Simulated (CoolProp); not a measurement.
Vapour-liquid equilibrium of R114 (1) + n-pentane (2) at 6.55 °C; x and y are mole fractions of (1).

Values from CoolProp's multi-fluid Helmholtz-energy mixture model, Platzer 1990 and Thol 2019; pair parameters Bell 2016. This equation is an older, rougher fit; its heat capacities, sound speeds and derivatives of the liquid may be far off and weren't checked against measurements.

```tsv
x	bubble pressure (MPa)	y at the bubble point	dew pressure at overall composition x (MPa)	liquid density (mol/L)
0.05	0.04079	0.234	0.03414	8.852
0.125	0.05148	0.434	0.03658	8.841
0.2	0.06062	0.552	0.03938	8.830
0.275	0.06846	0.632	0.04262	8.819
0.35	0.07522	0.690	0.04641	8.810
0.425	0.08112	0.735	0.05090	8.803
0.5	0.08634	0.773	0.05625	8.797
0.575	0.09106	0.807	0.06270	8.793
0.65	0.09540	0.838	0.07048	8.792
0.725	0.09949	0.868	0.07972	8.794
0.8	0.1034	0.900	0.09010	8.799
0.875	0.1072	0.933	0.1004	8.808
0.95	0.1109	0.971	0.1089	8.821
```

No azeotrope shows between x = 0.05 and 0.95.

The pair parameters rest on a limited set of measurements; away from them the model extrapolates.
